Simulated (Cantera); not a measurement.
An isothermal, constant-pressure homogeneous reactor starts with N₂O : H₂O = 1 : 0.12 (molar parts), at 1350 K and 43.5 Torr. Integrator tolerance rtol = 1e-08.

Cantera simulation using GRI-Mech 3.0 (53 species, 325 reactions); the numbers are that mechanism's predictions, not measurements. GRI-Mech 3.0 was tuned for natural gas; its chemistry of N2O as a main component is partial and can be far from experiment. The mechanism lacks the step 2 NO + O2 → 2 NO2, which can matter for NO2 below about 1400 K. The temperature is held fixed by assumption; the heat of reaction is taken as removed at once.

### Question
What does this change do: pressure from 43.5 Torr to 10.00 Torr?

### Answer
```json
[
 {"quantity": "x(N₂O) at 1.00 s", "before": "0.381 (gas-phase equilibrium 8.06e-9)", "after": "0.717 (gas-phase equilibrium 3.86e-9)"},
 {"quantity": "x(H₂O) at 1.00 s", "before": "0.0881 (gas-phase equilibrium 0.0741)", "after": "0.101 (gas-phase equilibrium 0.0740)"},
 {"quantity": "x(NO) at 1.00 s", "before": "0.0467 (gas-phase equilibrium 0.000584)", "after": "0.0161 (gas-phase equilibrium 0.000584)"},
 {"quantity": "x(OH) at 1.00 s", "before": "0.000148 (gas-phase equilibrium 3.55e-5)", "after": "0.000151 (gas-phase equilibrium 5.13e-5)"},
 {"quantity": "x(HO₂) at 1.00 s", "before": "9.75e-7 (gas-phase equilibrium 3.33e-8)", "after": "4.30e-6 (gas-phase equilibrium 2.31e-8)"},
 {"quantity": "x(O₂) at 1.00 s", "before": "0.153 (gas-phase equilibrium 0.308)", "after": "0.0521 (gas-phase equilibrium 0.308)"}
]
```
Radical loss at walls, strong at low pressure, is not modelled.

### Question
What does this change do: N2O 1 to 0.28 parts?

### Answer
| quantity | before | after |
|---|---|---|
| x(N₂O) at 1.00 s | 0.381 (gas-phase equilibrium 8.06e-9) | 0.205 (gas-phase equilibrium 6.20e-9) |
| x(H₂O) at 1.00 s | 0.0881 (gas-phase equilibrium 0.0741) | 0.245 (gas-phase equilibrium 0.222) |
| x(NO) at 1.00 s | 0.0467 (gas-phase equilibrium 0.000584) | 0.0415 (gas-phase equilibrium 0.000490) |
| x(OH) at 1.00 s | 0.000148 (gas-phase equilibrium 3.55e-5) | 0.000280 (gas-phase equilibrium 5.89e-5) |
| x(HO₂) at 1.00 s | 9.75e-7 (gas-phase equilibrium 3.33e-8) | 1.16e-6 (gas-phase equilibrium 5.06e-8) |
| x(O₂) at 1.00 s | 0.153 (gas-phase equilibrium 0.308) | 0.162 (gas-phase equilibrium 0.259) |
